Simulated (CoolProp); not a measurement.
R22 at 285.72 K and 0.322 MPa is compressed adiabatically to 1.79 MPa with isentropic efficiency 0.75. Each further row changes one setting.

Model: reference Helmholtz-energy equation of state, Kamei 1995, in CoolProp.

```json
[
 {"case": "as stated", "work (kJ/kg)": "…", "final temperature (K)": "…", "final density (kg/m³)": "53.0"},
 {"case": "efficiency 1", "work (kJ/kg)": "…", "final temperature (K)": "…", "final density (kg/m³)": "…"},
 {"case": "efficiency 0.65", "work (kJ/kg)": "…", "final temperature (K)": "…", "final density (kg/m³)": "…"}
]
```

### Question
Some entries are withheld; supply them.

### Answer

- as stated, work (kJ/kg): 65.7
- as stated, final temperature (K): 392.9
- efficiency 1, work (kJ/kg): 49.3
- efficiency 1, final temperature (K): 373.7
- efficiency 1, final density (kg/m³): 57.3
- efficiency 0.65, work (kJ/kg): 75.8
- efficiency 0.65, final temperature (K): 404.8
- efficiency 0.65, final density (kg/m³): 50.8
